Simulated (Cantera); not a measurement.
Cantera run:

```python
import numpy as np
import cantera as ct

gas_names = """
    C CN CO CO2 C2 CCN CNC C2N2 C2O C3 C3O2 C4 C4N2 C5 N NCO NO NO2 NO3 N2 N2O O O2 O3 Si SiC SiC2 SiN
    SiO SiO2 Si2 Si2C Si2N Si3
""".split()
cond_names = """
    C(gr) Si(cr) Si(L) SiC(b) SiO2(Lqz) SiO2(hqz) SiO2(L) Si2N2O(s) Si3N4(a)
""".split()


def load(file, names, dense=False):
    # The tables refer to 1 bar. Condensed volumes are neglected.
    table = {s.name: s for s in ct.Species.list_from_file(file)}
    out = []
    for n in names:
        d = dict(table[n].input_data)
        d["thermo"] = dict(d["thermo"], **{"reference-pressure": 1e5})
        if dense:
            d["equation-of-state"] = {"model": "constant-volume", "density": "1e6 g/cm^3"}
        out.append(ct.Species.from_dict(d))
    return out


gas = ct.Solution(thermo="ideal-gas", species=load("nasa_gas.yaml", gas_names))
cond = {s.name: ct.Solution(thermo="fixed-stoichiometry", species=[s], name=s.name)
        for s in load("nasa_condensed.yaml", cond_names, dense=True)}
atoms = {
    'Si3N4': {'Si': 3, 'N': 4},
    'CO2': {'C': 1, 'O': 2},
    'N2': {'N': 2},
}
top_T = {'C(gr)': 4500, 'SiC(b)': 3050, 'Si2N2O(s)': 2100, 'Si3N4(a)': 2400}  # K; cautious upper limits of use, not melting points


def equilibrate(T, P, feed):
    n = {}
    for name, mol in feed.items():
        for a, k in atoms[name].items():
            n[a] = n.get(a, 0.0) + k * mol
    gas.TPX = T, P, n
    mass = sum(n.values()) * gas.mean_molecular_weight
    gas.equilibrate("TP")
    valid = [c for c in cond.values() if c.min_temp <= T <= top_T.get(c.name, c.max_temp)]
    mix = ct.Mixture([(gas, mass / gas.mean_molecular_weight)] + [(c, 0.0) for c in valid])
    mix.T, mix.P = T, P
    mix.equilibrate("TP", solver="vcs", rtol=1e-11, max_steps=5000)
    return mix


results = []
feed = {'Si3N4': 1, 'CO2': 0.91, 'N2': 250}  # mol
T = 1398  # K
P = 133.322  # Pa
mix = equilibrate(T, P, feed)
results.append((T, P, feed, dict(zip(mix.species_names, mix.species_moles))))
x = sorted(zip(gas.X, gas.species_names), reverse=True)
print(f"T = {T:g} K  P = {P:g} Pa  gas = {mix.phase_moles(0):.4g} mol")
print("   x: " + "  ".join(f"{s} {v:.3e}" for v, s in x if v > 0.0001))
print("   condensed (mol): " + ("  ".join(f"{mix.phase(i).name} {mix.phase_moles(i):.4g}"
      for i in range(1, mix.n_phases) if mix.phase_moles(i) > 1e-12) or "none"))
```

Result:

```
T = 1398 K  P = 133.322 Pa  gas = 251.2 mol
   x: N2 9.979e-01  CO 2.051e-03
   condensed (mol): SiC(b) 0.3947  Si2N2O(s) 1.301
```

These are equilibrium values from Cantera (NASA tables, ideal gas, pure condensed phases), not measurements of a reactor. Mutual solubility and eutectic melting of coexisting phases are not modelled.
